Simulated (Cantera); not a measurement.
Cantera run:

```python
import numpy as np
import cantera as ct

gas_names = """
    C CH CH2 CH3 CH2OH CH3O CH4 CH3OH CN CO CO2 COOH C2 C2H CHCO,ketyl C2H2,acetylene C2H2,vinylidene
    CH2CO,ketene C2H3,vinyl CH3CN CH3CO,acetyl C2H4 C2H4O,ethylen CH3CHO,ethanal CH3COOH (HCOOH)2 C2H5
    C2H6 CH3OCH3 C2H5OH CCN CNC C2N2 C2O C3 C3H3,propargyl C3H4,allene C3H4,propyne C3H4,cyclo-
    C3H5,allyl C3H6,propylene C3H6,cyclo- C3H6O C3H7,n-propyl C3H7,i-propyl C3H8 C3H8O,1propanol
    C3H8O,2propanol C3O2 C4 C4H2 C4H4,1,3-cyclo- C4H6,butadiene C4H6,2-butyne C4H6,cyclo- C4H8,1-butene
    C4H8,cis2-buten C4H8,tr2-butene C4H8,isobutene C4H8,cyclo- (CH3COOH)2 C4H9,n-butyl C4H9,i-butyl
    C4H9,s-butyl C4H9,t-butyl C4H10,isobutane C4H10,n-butane C4N2 C5 C5H6,1,3cyclo- C5H8,cyclo-
    C5H10,1-pentene C5H10,cyclo- C5H11,pentyl C5H11,t-pentyl C5H12,n-pentane C5H12,i-pentane
    CH3C(CH3)2CH3 C6H2 C6H5,phenyl C6H5O,phenoxy C6H6 C6H5OH,phenol C6H10,cyclo- C6H12,1-hexene
    C6H12,cyclo- C6H13,n-hexyl C7H7,benzyl C7H8 C7H8O,cresol C7H14,1-heptene C7H15,n-heptyl
    C7H16,n-heptane C8H8,styrene C8H10,ethylbenz C8H16,1-octene C8H17,n-octyl C8H18,isooctane
    C8H18,n-octane C9H19,n-nonyl C10H8,naphthale C10H21,n-decyl C12H9,o-bipheny C12H10,bipheny Fe FeC5O5
    FeO Fe(OH)2 H HCN HCO HCCN HNC HNCO HNO HNO2 HNO3 HO2 H2 HCHO,formaldehy HCOOH H2O H2O2 N NCO NH NH2
    NH3 NH2OH NO NO2 NO3 N2 N2H2 N2H4 N2O O OH O2 O3
""".split()
cond_names = """
    C(gr) C6H6(L) C7H8(L) C8H18(L),n-octa Fe(a) Fe(c) Fe(d) Fe(L) FeC5O5(L) FeO(s) FeO(L) Fe(OH)2(s)
    Fe(OH)3(s) Fe2O3(s) Fe3O4(s) H2O(s) H2O(L)
""".split()


def load(file, names, dense=False):
    # The tables refer to 1 bar. Condensed volumes are neglected.
    table = {s.name: s for s in ct.Species.list_from_file(file)}
    out = []
    for n in names:
        d = dict(table[n].input_data)
        d["thermo"] = dict(d["thermo"], **{"reference-pressure": 1e5})
        if dense:
            d["equation-of-state"] = {"model": "constant-volume", "density": "1e6 g/cm^3"}
        out.append(ct.Species.from_dict(d))
    return out


gas = ct.Solution(thermo="ideal-gas", species=load("nasa_gas.yaml", gas_names))
cond = {s.name: ct.Solution(thermo="fixed-stoichiometry", species=[s], name=s.name)
        for s in load("nasa_condensed.yaml", cond_names, dense=True)}
atoms = {
    'Fe': {'Fe': 1},
    'CO2': {'C': 1, 'O': 2},
    'H2': {'H': 2},
    'NH3': {'N': 1, 'H': 3},
}
top_T = {'C(gr)': 4500, 'Fe2O3(s)': 1830, 'Fe3O4(s)': 1870}  # K; cautious upper limits of use, not melting points


def equilibrate(T, P, feed):
    n = {}
    for name, mol in feed.items():
        for a, k in atoms[name].items():
            n[a] = n.get(a, 0.0) + k * mol
    gas.TPX = T, P, n
    mass = sum(n.values()) * gas.mean_molecular_weight
    gas.equilibrate("TP")
    valid = [c for c in cond.values() if c.min_temp <= T <= top_T.get(c.name, c.max_temp)]
    mix = ct.Mixture([(gas, mass / gas.mean_molecular_weight)] + [(c, 0.0) for c in valid])
    mix.T, mix.P = T, P
    mix.equilibrate("TP", solver="vcs", rtol=1e-11, max_steps=5000)
    return mix


results = []
feed = {'Fe': 1, 'CO2': 0.035, 'H2': 100, 'NH3': 2.9}  # mol
T = 1173.15  # K
P = 27  # Pa
mix = equilibrate(T, P, feed)
results.append((T, P, feed, dict(zip(mix.species_names, mix.species_moles))))
print(gas.report(threshold=0.0001))
for i in range(1, mix.n_phases):
    print(f"{mix.phase(i).name:16s} {mix.phase_moles(i):12.5e} mol")
```

It prints:

```
       temperature   1173.2 K
          pressure   27 Pa
           density   6.6048e-06 kg/m^3
  mean mol. weight   2.3861 kg/kmol
   phase of matter   gas

                          1 kg             1 kmol
                     ---------------   ---------------
          enthalpy        1.0848e+07        2.5884e+07  J
   internal energy        6.7602e+06         1.613e+07  J
           entropy          1.01e+05        2.4099e+05  J/K
    Gibbs function       -1.0764e+08       -2.5683e+08  J
 heat capacity c_p             12996             31009  J/K
 heat capacity c_v            9511.2             22694  J/K

                      mass frac. Y      mole frac. X     chem. pot. / RT
                     ---------------   ---------------   ---------------
                CO         0.0038811        0.00033062           -53.597
                H2           0.83276           0.98563           -26.149
               H2O         0.0024962        0.00033062           -66.411
                N2           0.16085          0.013701           -37.798
     [ +136 minor]        6.3842e-06        7.3115e-06

C(gr)             0.00000e+00 mol
Fe(a)             9.99992e-01 mol
FeC5O5(L)         0.00000e+00 mol
FeO(s)            0.00000e+00 mol
Fe(OH)2(s)        0.00000e+00 mol
Fe(OH)3(s)        0.00000e+00 mol
Fe2O3(s)          0.00000e+00 mol
Fe3O4(s)          0.00000e+00 mol
```

These are equilibrium values from Cantera (NASA tables, ideal gas, pure condensed phases), not measurements of a reactor.
